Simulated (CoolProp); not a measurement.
A Linde-Hampson liquefier for ethylene: isothermal reversible compression at 320 K from 1 atm to 25 MPa, throttling to 1 atm, return gas leaving the recuperator 2 K below the feed. Each further row changes one setting.

Model: reference Helmholtz-energy equation of state, Smukala 2000, in CoolProp.

```json
[
 {"case": "as stated", "liquid yield per pass": "(withheld)", "compression work (kJ/kg of gas)": "432"},
 {"case": "high pressure 50 MPa", "liquid yield per pass": "0.418", "compression work (kJ/kg of gas)": "(withheld)"},
 {"case": "warm-end temperature 350 K", "liquid yield per pass": "(withheld)", "compression work (kJ/kg of gas)": "(withheld)"},
 {"case": "warm-end gap 7 K", "liquid yield per pass": "(withheld)", "compression work (kJ/kg of gas)": "432"}
]
```

Problem. Some entries are withheld; supply them.

Solution. 
- as stated, liquid yield per pass: 0.423
- high pressure 50 MPa, compression work (kJ/kg of gas): 491
- warm-end temperature 350 K, liquid yield per pass: 0.346
- warm-end temperature 350 K, compression work (kJ/kg of gas): 498
- warm-end gap 7 K, liquid yield per pass: 0.416
